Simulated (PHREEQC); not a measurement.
## Copper plating or etch bath

Solution (25 °C): 2.6 mmol/kgw Cu(NO3)2 and 0.28 mmol/kgw KCl. Closed to the air; pH follows from the charge balance.

The numbers come from PHREEQC with the ion-association model, wateq4f.dat.

No solid was allowed to form.

### Question
Estimate the pH.

### Answer
pH 5.07.

Complexes and solids missing from the database can't appear.
